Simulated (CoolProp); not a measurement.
Vapour pressure (kPa) of hexamethyldisiloxane (MM): the reference equation beside estimates from Tc = 245.6 °C, pc = 1931 kPa, ω = 0.418. Clausius-Clapeyron is anchored at 123.15 °C with a constant enthalpy of vaporisation of 29.26 kJ/mol.

Values from CoolProp's reference Helmholtz-energy equation of state, Thol 2016.

```tsv
T (°C)	reference	Lee-Kesler	Clausius-Clapeyron	van der Waals	Soave-Redlich-Kwong	Peng-Robinson
59.25	25.43	25.18	33.91	242.8	25.24	25.73
69.95	37.86	37.62	47.18	288.1	37.65	38.12
80.55	54.55	54.39	64.16	338.2	54.37	54.74
91.25	76.81	76.85	85.93	394.3	76.79	76.92
101.85	105.3	105.7	112.9	455.5	105.6	105.4
112.55	141.9	142.7	146.5	523.2	142.7	141.9
123.15	187.0	188.4	187.0	596.3	188.8	187.2
133.85	242.9	245.1	236.2	676.5	246.1	243.5
144.45	310.1	313.2	294.1	762.3	315.1	311.5
155.15	391.4	395.5	363.0	855.6	398.9	393.9
165.75	486.9	492.1	442.7	954.8	497.5	491.1
176.45	600.3	606.7	535.9	1062	614.7	606.8
187.05	731.5	739.1	641.7	1175	750.0	740.8
197.75	885.4	894.0	763.5	1297	907.9	897.8
```

Absolute difference from the reference over all 14 rows, mean and median: Lee-Kesler 0.8 and 0.9 %, Clausius-Clapeyron 11.4 and 9.9 %, van der Waals 285.2 and 198.7 %, Soave-Redlich-Kwong 1.3 and 1.1 %, Peng-Robinson 0.6 and 0.5 %.
